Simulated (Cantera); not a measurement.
# Dilute partial oxidation

An isothermal, constant-pressure homogeneous reactor starts with 1.18 % CH4, 0.658 % O2, 98.2 % N2, equivalence ratio 3.6, at 1325 K and 510000 Pa.

Computed with Cantera and GRI-Mech 3.0 (53 species, 325 reactions).

```
t (s)       x CH4      x O2      x CO    x C2H4    x HCN     x N2O      x OH
--------  -------  --------  --------  --------  -------  --------  --------
0.000600   0.0118   0.00658  1.71e-10  4.20e-10   <1e-12  6.57e-12  2.43e-10
0.00179    0.0118   0.00658   7.00e-9   1.16e-8   <1e-12  2.64e-11  4.73e-10
0.00535    0.0118   0.00657   1.60e-7   1.12e-7   <1e-12  8.48e-11  6.22e-10
0.0160     0.0117   0.00656   2.21e-6   7.36e-7   <1e-12  2.97e-10  8.85e-10
0.0476     0.0116   0.00650   2.92e-5   7.48e-6   <1e-12   1.25e-9   1.82e-9
0.142      0.0108   0.00605  0.000330  0.000127   <1e-12   5.68e-9   5.79e-9
0.424     0.00488  0.000683   0.00431  0.000393  1.02e-9   1.22e-8   7.75e-9
1.27      0.00439   3.94e-5   0.00471   9.31e-5  1.68e-9  1.54e-10   1.03e-9
3.78      0.00422   8.47e-7   0.00464   8.06e-5  1.77e-9  2.42e-12  7.14e-10
11.3      0.00384  8.85e-12   0.00444   9.91e-5  1.82e-9    <1e-12  6.75e-10
33.7      0.00308    <1e-12   0.00415  0.000143  1.89e-9    <1e-12  6.31e-10
101       0.00223    <1e-12   0.00424  0.000194  2.11e-9    <1e-12  6.13e-10
300       0.00199    <1e-12   0.00485  0.000195  2.68e-9    <1e-12  5.57e-10
```
x: mole fraction; the columns are a selection and need not sum to one.

Equilibrium at this temperature and pressure: CH4 1.41e-7, O2 <1e-12, CO 0.0113, C2H4 <1e-12, HCN 4.77e-7, N2O <1e-12, OH 7.59e-11 (gas phase only).
